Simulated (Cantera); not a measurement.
An isothermal, constant-pressure homogeneous reactor starts with NO : N2 = 1 : 1.9 (molar parts), at 1848 K and 72.0 Torr.

Detailed kinetics in Cantera: GRI-Mech 3.0 (53 species, 325 reactions).

One state of this run: x NO = 0.327; x N2 = 0.664; x O2 = 0.00888; x N2O = 4.23e-5; x NO2 = 5.34e-5. x: mole fraction; the columns are a selection and need not sum to one.

### Question
Which value of t (s) does it belong to?
A. 100
B. 1.76
C. 13.3
D. 0.00151

### Answer
B, 1.76
